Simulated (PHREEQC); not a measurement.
## Brine

Dissolve 1.4 mol MgCl2, 0.4 mol Na2SO4 and 0.0012 mol H4SiO4 per kg of water at 20 °C. Closed to the air; pH follows from the charge balance.

Computed with PHREEQC (Pitzer model, pitzer.dat).

No solid was allowed to form.

### Question
What pH does the model give?

### Answer
pH 5.63.

Examples of supersaturated solids here: SiO2(a). Others may be too. In brines, pH and single-ion activities rest on the MacInnes convention.
